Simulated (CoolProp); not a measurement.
Aqueous potassium formate as a coolant, 26 % by mass, freezing at -16.9 °C, 1 atm.

Computed with CoolProp (Melinder's fits for secondary coolants).

```json
[
 {"T (°C)": "-11", "Prandtl number": "22.2", "cp (kJ/(kg K))": "3.214", "viscosity (mPa s)": "3.52", "conductivity (W/(m K))": "0.510"},
 {"T (°C)": "-4.2", "Prandtl number": "17.5", "cp (kJ/(kg K))": "3.225", "viscosity (mPa s)": "2.82", "conductivity (W/(m K))": "0.519"},
 {"T (°C)": "2.6", "Prandtl number": "14.2", "cp (kJ/(kg K))": "3.236", "viscosity (mPa s)": "2.32", "conductivity (W/(m K))": "0.527"},
 {"T (°C)": "9.4", "Prandtl number": "11.8", "cp (kJ/(kg K))": "3.247", "viscosity (mPa s)": "1.94", "conductivity (W/(m K))": "0.536"},
 {"T (°C)": "16.2", "Prandtl number": "9.94", "cp (kJ/(kg K))": "3.257", "viscosity (mPa s)": "1.66", "conductivity (W/(m K))": "0.544"},
 {"T (°C)": "22.9", "Prandtl number": "8.53", "cp (kJ/(kg K))": "3.268", "viscosity (mPa s)": "1.44", "conductivity (W/(m K))": "0.553"},
 {"T (°C)": "29.7", "Prandtl number": "7.40", "cp (kJ/(kg K))": "3.279", "viscosity (mPa s)": "1.27", "conductivity (W/(m K))": "0.561"},
 {"T (°C)": "36.5", "Prandtl number": "6.48", "cp (kJ/(kg K))": "3.290", "viscosity (mPa s)": "1.12", "conductivity (W/(m K))": "0.570"}
]
```
